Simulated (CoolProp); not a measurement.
Vapour-liquid equilibrium of toluene (1) + o-xylene (2) at 467.8 K; x and y are mole fractions of (1).

The numbers come from the multi-fluid Helmholtz-energy mixture model, Lemmon 2006 and Zhou 2012; pair parameters Bell 2016 in CoolProp.

```csv
x,"bubble pressure, mixture model (MPa)","bubble pressure, Raoult's law (MPa)","y, mixture model","y, Raoult's law"
0.05,0.3417,0.3433,0.090,0.099
0.2,0.3924,0.3967,0.322,0.344
0.35,0.4454,0.4501,0.507,0.530
0.5,0.4994,0.5034,0.656,0.677
0.65,0.5537,0.5568,0.778,0.795
0.8,0.6082,0.6102,0.882,0.893
0.95,0.6630,0.6636,0.972,0.975
```

The largest gap from Raoult's law is -1.1 % in bubble pressure, at x = 0.2. No azeotrope shows between x = 0.05 and 0.95.

The pair parameters rest on a limited set of measurements; away from them the model extrapolates.
